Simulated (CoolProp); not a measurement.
Vapour-liquid equilibrium of ethylene (1) + carbon dioxide (2) at -51.55 °C; x and y are mole fractions of (1).

Computed with CoolProp (multi-fluid Helmholtz-energy mixture model, Smukala 2000 and Span 1996; pair parameters Bell 2016).

```json
[
 {"x": "0.05", "bubble pressure (kPa)": "708.6", "y at the bubble point": "0.130", "dew pressure at overall composition x (kPa)": "665.5", "liquid density (mol/L)": "25.69"},
 {"x": "0.2", "bubble pressure (kPa)": "844.2", "y at the bubble point": "0.350", "dew pressure at overall composition x (kPa)": "749.7", "liquid density (mol/L)": "23.83"},
 {"x": "0.35", "bubble pressure (kPa)": "923.0", "y at the bubble point": "0.479", "dew pressure at overall composition x (kPa)": "844.2", "liquid density (mol/L)": "22.21"},
 {"x": "0.5", "bubble pressure (kPa)": "973.6", "y at the bubble point": "0.583", "dew pressure at overall composition x (kPa)": "934.6", "liquid density (mol/L)": "20.79"},
 {"x": "0.65", "bubble pressure (kPa)": "1006", "y at the bubble point": "0.688", "dew pressure at overall composition x (kPa)": "996.2", "liquid density (mol/L)": "19.55"},
 {"x": "0.8", "bubble pressure (kPa)": "1020", "y at the bubble point": "0.805", "dew pressure at overall composition x (kPa)": "1020", "liquid density (mol/L)": "18.47"},
 {"x": "0.95", "bubble pressure (kPa)": "1015", "y at the bubble point": "0.946", "dew pressure at overall composition x (kPa)": "1015", "liquid density (mol/L)": "17.53"}
]
```

y crosses x between x = 0.8 and 0.95: the model has an azeotrope there.

Pair parameters are fitted to limited data, so mixtures are less certain than the pure fluids.
